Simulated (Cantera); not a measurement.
## Adiabatic ignition

An adiabatic, constant-volume homogeneous reactor starts with 20.1 % CH4, 16.8 % O2, 63.1 % N2, at 1550 K and 2000000 Pa.

Detailed kinetics in Cantera: GRI-Mech 3.0 (53 species, 325 reactions). The pressure lies above the range GRI-Mech 3.0 was tuned for (to about 10 atm).

| t (s) | T (K) | P (bar) | x CH4 | x O2 | x O | x CH3 | x H | x CH2CO | x OH |
|---|---|---|---|---|---|---|---|---|---|
| 2.00e-6 | 1550 | 20.0 | 0.201 | 0.168 | 1.51e-8 | 2.63e-5 | 2.96e-8 | <1e-12 | 6.88e-8 |
| 8.12e-6 | 1550 | 20.0 | 0.201 | 0.168 | 6.71e-8 | 0.000127 | 1.09e-7 | 2.54e-9 | 2.46e-7 |
| 3.30e-5 | 1560 | 20.1 | 0.199 | 0.166 | 1.51e-7 | 0.000225 | 3.96e-7 | 7.63e-7 | 7.08e-7 |
| 0.000134 | 2679 | 42.8 | 2.74e-5 | 7.94e-7 | 4.50e-6 | 7.91e-6 | 0.00382 | 1.19e-7 | 0.000416 |
| 0.000544 | 2680 | 42.8 | 5.38e-8 | 8.03e-7 | 4.56e-6 | 1.57e-8 | 0.00384 | 1.33e-10 | 0.000419 |
| 0.00221 | 2680 | 42.8 | 5.34e-8 | 8.04e-7 | 4.57e-6 | 1.56e-8 | 0.00385 | 1.32e-10 | 0.000419 |
| 0.00896 | 2680 | 42.8 | 5.34e-8 | 8.04e-7 | 4.57e-6 | 1.56e-8 | 0.00385 | 1.32e-10 | 0.000419 |
| 0.0364 | 2680 | 42.8 | 5.34e-8 | 8.04e-7 | 4.57e-6 | 1.56e-8 | 0.00385 | 1.32e-10 | 0.000419 |
| 0.148 | 2680 | 42.8 | 5.34e-8 | 8.04e-7 | 4.57e-6 | 1.56e-8 | 0.00385 | 1.32e-10 | 0.000419 |
| 0.600 | 2680 | 42.8 | 5.34e-8 | 8.04e-7 | 4.57e-6 | 1.56e-8 | 0.00385 | 1.32e-10 | 0.000419 |
x: mole fraction; the columns are a selection and need not sum to one.

| Property | Result |
|---|---|
| time of steepest temperature rise | 87.4 µs |
| temperature at 0.600 s | 2680 K |
| equilibrium temperature | 2680 K |
| x(CH4) at 0.600 s | 5.34e-8 (gas-phase equilibrium 5.94e-8) |
| x(O2) at 0.600 s | 8.04e-7 (gas-phase equilibrium 8.04e-7) |
| x(O) at 0.600 s | 4.57e-6 (gas-phase equilibrium 4.57e-6) |
